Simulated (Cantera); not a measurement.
Feed: 1 mol FeS2, 0.42 mol SO3, 0.051 mol O2, held at 3900 Pa.

These are equilibrium values from Cantera (NASA tables, ideal gas, pure condensed phases), not measurements of a reactor. Candidate condensed phases: Fe, FeO, FeS, FeSO4, FeS2, Fe2O3, Fe2(SO4)3, Fe3O4, S; 12 gas species. FeS: taken at fixed stoichiometry. Gases not in the tables: S3 to S7. Rates play no part.

x: gas mole fraction; n: condensed amount in mol.

| T (K) | x SO2 | x S2 | x S2O | x SO | x S | n FeS2(s) | n Fe3O4(s) | n FeS(s) |
|---|---|---|---|---|---|---|---|---|
| 673 | 1.000 | 0.000198 | 5.45e-5 | 1.44e-8 | <1e-12 | 0.902 | 0.0327 | 0 |
| 723 | 0.999 | 0.000965 | 0.000170 | 9.60e-8 | <1e-12 | 0.902 | 0.0328 | 0 |
| 773 | 0.996 | [?] | [?] | [?] | 1.07e-12 | 0.900 | 0.0333 | 0 |
| 823 | 0.986 | 0.0131 | 0.00110 | 2.14e-6 | 1.51e-11 | 0.896 | 0.0348 | 0 |
| 873 | 0.906 | 0.0895 | 0.00432 | 9.20e-6 | 2.40e-10 | 0.600 | 0 | 0.400 |
| 923 | 0.645 | 0.345 | 0.00974 | 2.70e-5 | 2.36e-9 | 0 | 0 | 1.00 |
| 973 | 0.645 | 0.345 | 0.00949 | 6.09e-5 | 1.00e-8 | 0 | 0 | 1.00 |
| 1023 | 0.645 | 0.346 | 0.00928 | [?] | [?] | 0 | 0 | 1.00 |
| 1073 | 0.645 | 0.346 | 0.00908 | 0.000247 | 1.21e-7 | 0 | 0 | 1.00 |
| 1123 | 0.645 | 0.346 | 0.00891 | 0.000453 | 3.55e-7 | 0 | 0 | 1.00 |

Question: Fill in the missing entries.

Answer: 
- 1023, x SO: 0.000127
- 1023, x S: 3.69e-8
- 773, x S2: 0.00386
- 773, x S2O: 0.000460
- 773, x SO: 5.02e-7
